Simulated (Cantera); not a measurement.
# Stirred combustor or abatement burner

A perfectly stirred reactor is fed with 10.8 % CO, 2.49 % H₂, 1.41 % CH₄, 17.9 % O₂, 67.4 % N₂, equivalence ratio 0.53, at 10.0 bar; it is adiabatic with a 700 K inlet, and is followed from long to short residence time, starting on the burning branch (τ in s: 0.38, 0.15, 0.059, 0.023, 0.0091, 0.0036, 0.0014, 0.00055, 0.00021, 8.4e-05, 3.3e-05, 1.3e-05, 5.1e-06).

Computed with Cantera and GRI-Mech 3.0 (53 species, 325 reactions).

```
τ (s)    T (K)      x CO      x H₂     x CH₄     x HCO      x OH    x HCN
-------  -----  --------  --------  --------  --------  --------  -------
0.38      2050  0.000296   2.59e-5   7.90e-8  1.11e-10  0.000894  6.67e-9
0.15      2052  0.000329   2.75e-5   1.94e-7  2.77e-10  0.000917  8.59e-9
0.059     2052  0.000401   3.06e-5   4.70e-7  7.00e-10  0.000953  9.53e-9
0.023     2052  0.000567   3.79e-5   1.10e-6   1.79e-9   0.00102  9.81e-9
0.0091    2048  0.000920   5.38e-5   2.38e-6   4.52e-9   0.00116  9.73e-9
0.0036    2042   0.00162   8.60e-5   4.74e-6   1.15e-8   0.00141  9.56e-9
0.0014    2029   0.00299  0.000149   9.04e-6   3.00e-8   0.00177  9.50e-9
0.00055   2007   0.00547  0.000260   1.68e-5   7.79e-8   0.00224  9.58e-9
0.00021   1966    0.0102  0.000456   3.28e-5   2.09e-7   0.00274  9.90e-9
8.4e-5    1896    0.0186  0.000763   6.77e-5   5.37e-7   0.00305  1.08e-8
3.3e-5    1744    0.0382   0.00137  0.000204   1.42e-6   0.00255  1.15e-8
1.3e-5     700     0.108    0.0249    0.0141    <1e-12    <1e-12   <1e-12
5.1e-6     700     0.108    0.0249    0.0141    <1e-12    <1e-12   <1e-12
```
x: mole fraction; the columns are a selection and need not sum to one.
